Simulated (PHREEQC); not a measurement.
Ultrapure water in contact with air or piping (model solution)

A made-up water analysis in mmol/kgw, 25 °C, pH 6.46, pe 10.3: Na 0.000379; K 0.000763; Ca 0.000755; Mg 0.000185; Cl 0.00108; S(6) 0.00049; Alkalinity (meq/kgw) 0.00141; N(5) 5.72e-07; Ba 1.13e-05.

Valence states are taken as typed.

Equilibrium calculation in PHREEQC: ion-association model, phreeqc.dat.

No solid was allowed to form.

What charge-balance error does the model give?

charge-balance error -5.9 %.

In which forms is C present?

HCO3- 56 %, CO2 44 % of the C.
